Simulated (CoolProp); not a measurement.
A single-stage vapour-compression cycle with n-butane: evaporating at 318.15 K (dew point), condensing at 355.15 K (bubble point), superheat 2 K, subcooling 2 K, compressor efficiency 0.7, no pressure losses. Each further row changes one setting.

Computed with CoolProp (reference Helmholtz-energy equation of state, Bücker 2006).

```tsv
case	cooling COP	pressure ratio	discharge temperature (K)	refrigerating effect (kJ/kg)	volumetric capacity (kJ/m³)
as stated	___	2.43	357.2	249	2650
evaporating temperature 323.15 K	5.89	___	357.0	256	3110
condensing temperature 350.15 K	___	2.18	352.4	263	2810
subcooling 7 K	___	2.43	357.2	263	2810
superheat 12 K	5.01	2.43	366.9	269	2740
compressor efficiency 0.6	4.19	2.43	360.9	249	2650
```

Fill in the missing entries.


- as stated, cooling COP: 4.89
- evaporating temperature 323.15 K, pressure ratio: 2.13
- condensing temperature 350.15 K, cooling COP: 5.86
- subcooling 7 K, cooling COP: 5.16
